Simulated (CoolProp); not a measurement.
Ethanol along the isobar 7110 kPa: density (kg/m³) from the reference equation and from simpler models built on Tc = 241.6 °C, pc = 6268 kPa, ω = 0.644; each cubic takes its own stable root.

Values from CoolProp's reference Helmholtz-energy equation of state, Schroeder 2014.

```json
[
 {"T (°C)": "179.35", "phase": "liquid", "reference": "618.6"},
 {"T (°C)": "192.25", "phase": "liquid", "reference": "595.0"},
 {"T (°C)": "205.15", "phase": "liquid", "reference": "568.2"},
 {"T (°C)": "218.05", "phase": "liquid", "reference": "536.1"},
 {"T (°C)": "230.95", "phase": "liquid", "reference": "492.0"},
 {"T (°C)": "243.75", "phase": "supercritical", "reference": "400.3"},
 {"T (°C)": "256.65", "phase": "supercritical", "reference": "152.8"},
 {"T (°C)": "269.55", "phase": "supercritical", "reference": "118.1"},
 {"T (°C)": "282.45", "phase": "supercritical", "reference": "103.5"},
 {"T (°C)": "295.35", "phase": "supercritical", "reference": "94.33"},
 {"T (°C)": "308.25", "phase": "supercritical", "reference": "87.76"},
 {"T (°C)": "321.05", "phase": "supercritical", "reference": "82.71"},
 {"T (°C)": "333.95", "phase": "supercritical", "reference": "78.57"},
 {"T (°C)": "346.85", "phase": "supercritical", "reference": "75.09"}
]
```

How far does each simpler model (van der Waals, Soave-Redlich-Kwong, Peng-Robinson) lie from the reference over these 14 states: mean and median of the absolute difference, and the worst?


- van der Waals: mean 28.4 %, median 22.7 %, worst -45.7 % at 179.35 °C and 7110 kPa
- Soave-Redlich-Kwong: mean 11.3 %, median 2.4 %, worst -29.3 % at 243.75 °C and 7110 kPa
- Peng-Robinson: mean 9.7 %, median 7.4 %, worst -22.3 % at 243.75 °C and 7110 kPa
